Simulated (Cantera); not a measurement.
Input: 1 mol Na2CO3, 0.13 mol SO3, 0.29 mol H2O, 0.56 mol SO2, equilibrated at 852 °C and 0.100 bar.

These are equilibrium values from Cantera (NASA tables, ideal gas, pure condensed phases), not measurements of a reactor. Candidate condensed phases: C, C6H6, C7H8, C8H18, H2O, H2SO4, Na, NaOH, NaO2, Na2CO3, Na2O, Na2O2, Na2S, Na2SO4, S; 131 gas species. Mutual solubility and eutectic melting of coexisting phases are not modelled. Gases not in the tables: S3 to S7. Kinetics and transport are ignored.

Base state: CO2 0.655, H2O 0.276, CO 0.0469, H2 0.0179, H2S 0.00351, SO2 0.000617, COS 0.000290, S2 0.000230 (mole fractions); condensed: Na2CO3(l) + Na2S(s) + Na2SO4(s).

Problem. What changes in the equilibrium state with this change: temperature from 852 °C to 1500 °C?

Solution. 
| species | before | after |
|---|---|---|
| CO2 | 0.655 | 0.414 |
| Na | 1.85e-5 | 0.293 |
| NaOH | 5.89e-5 | 0.129 |
| H2O | 0.276 | 0.0595 |
| SO2 | 0.000617 | 0.0775 |
| H2 | 0.0179 | 0.000637 |
| CO | 0.0469 | 0.0165 |
| NaO | <1e-9 | 0.000219 |
| O2 | <1e-9 | 0.000152 |
| OH | 1.51e-9 | 0.000132 |
| Na2 | <1e-9 | 7.49e-5 |
| H2S | 0.00351 | 5.57e-8 |
| Na2CO3(l), mol | 0.315 | 0 |
| Na2S(s), mol | 0.120 | 0 |
| Na2SO4(s), mol | 0.565 | 0 |
| Na2SO4(l), mol | 0 | 0.489 |
